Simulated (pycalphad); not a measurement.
Computed with pycalphad from the COST 507 light-alloy database (1999), at 1 atm. The data set is of 1999 and partly superseded. Diffusion is slow at the low end, where real alloys seldom reach equilibrium.

Task: Which phases does Li-78 at.% Mg hold at 377 K, with what compositions and amounts?

Result: bcc with 68.0 at.% Mg and hcp with 82.8 at.% Mg. The lever rule gives (78 − 68.0)/(82.8 − 68.0) = 0.67 of hcp and 0.33 of bcc.

Task: Which phases does Li-72 at.% Mg hold at 483 K, with what compositions and amounts?

Result: bcc with 69.6 at.% Mg and hcp with 82.4 at.% Mg. The lever rule gives (72 − 69.6)/(82.4 − 69.6) = 0.19 of hcp and 0.81 of bcc.

Task: Which phases does Li-46 at.% Mg hold at 750 K, with what compositions and amounts?

Result: liquid with 39.4 at.% Mg and bcc with 49.4 at.% Mg. The lever rule gives (46 − 39.4)/(49.4 − 39.4) = 0.66 of bcc and 0.34 of liquid.

Task: Which phases does Li-77 at.% Mg hold at 763 K, with what compositions and amounts?

Result: bcc with 74.1 at.% Mg and hcp with 82.8 at.% Mg. The lever rule gives (77 − 74.1)/(82.8 − 74.1) = 0.33 of hcp and 0.67 of bcc.
